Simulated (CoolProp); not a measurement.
Vapour-liquid equilibrium of R125 (1) + propane (2) at 638 kPa; x and y are mole fractions of (1).

Computed with CoolProp (multi-fluid Helmholtz-energy mixture model, Lemmon 2005 and Lemmon 2009; pair parameters Bell 2016).

```tsv
x	bubble temperature, mixture model (°C)	bubble temperature, Raoult's law (°C)	y, mixture model	y, Raoult's law
0.05	4.2	9.3	0.175	0.070
0.125	-1.2	8.3	0.331	0.169
0.2	-4.3	7.2	0.419	0.262
0.275	-6.1	6.2	0.474	0.350
0.35	-7.1	5.3	0.513	0.433
0.425	-7.8	4.4	?	0.512
0.5	-8.1	3.5	0.569	0.587
0.575	-8.3	2.7	0.596	0.657
0.65	-8.3	1.9	0.627	0.724
0.725	?	1.1	0.664	0.789
0.8	?	0.3	?	0.850
0.875	-6.1	-0.4	?	0.908
0.95	-3.9	-1.1	0.895	0.964
```

**Question.** Some entries are withheld; supply them.

**Answer.** 
- 0.425, y, mixture model: 0.543
- 0.725, bubble temperature, mixture model (°C): -8.0
- 0.8, bubble temperature, mixture model (°C): -7.4
- 0.8, y, mixture model: 0.715
- 0.875, y, mixture model: 0.787

The largest gap from Raoult's law is -12.4 K in bubble temperature, at x = 0.35. y crosses x between x = 0.575 and 0.65: the model has an azeotrope there.

The pair parameters rest on a limited set of measurements; away from them the model extrapolates.
